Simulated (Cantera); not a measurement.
**Boron, boron nitride and boron oxide: BCl3 + NH3**

Input: 1 mol BCl3, 0.32 mol NH3, equilibrated at 1900 Pa.

Equilibrium computed with Cantera from the NASA thermochemical tables; the gas is ideal and each condensed phase is pure. Candidate condensed phases: B, BN, NH4Cl; 21 gas species. The tables' values for BCl2, BCl are old estimates; treat these amounts as uncertain. Gases not in the tables: BHCl2. Equilibrium is a limit: real reactors are often held back by kinetics, nucleation or transport.

| T (K) | log p HCl | log p BCl3 | log p H2 | log p N2 | log p BCl2 | n BN(s) |
|---|---|---|---|---|---|---|
| 873 | -1.95 | -2.10 | -5.20 | -5.67 | -11.22 | 0.320 |
| 973 | -1.96 | -2.10 | -4.79 | -5.27 | -9.61 | 0.319 |
| 1073 | -1.96 | -2.10 | -4.47 | -4.95 | -8.31 | 0.318 |
| 1173 | -1.96 | -2.10 | -4.20 | -4.68 | -7.23 | 0.316 |
| 1273 | -1.96 | -2.10 | -3.98 | -4.45 | -6.32 | 0.314 |
| 1373 | -1.97 | -2.10 | -3.79 | -4.27 | -5.55 | 0.311 |
| 1473 | -1.97 | -2.10 | -3.63 | -4.10 | -4.88 | 0.306 |
| 1573 | -1.98 | -2.10 | -3.50 | -3.95 | -4.30 | 0.301 |
| 1673 | -1.99 | -2.10 | -3.40 | -3.79 | -3.80 | 0.291 |
log p: log10 of the partial pressure in bar; n: condensed amount in mol.

From 873 K to 1673 K the condensed part is BN(s). The main B-bearing gas is BCl3 throughout. The share of B in condensed phases is highest at 873 K (32.0 %) and lowest at 1673 K (29.1 %).
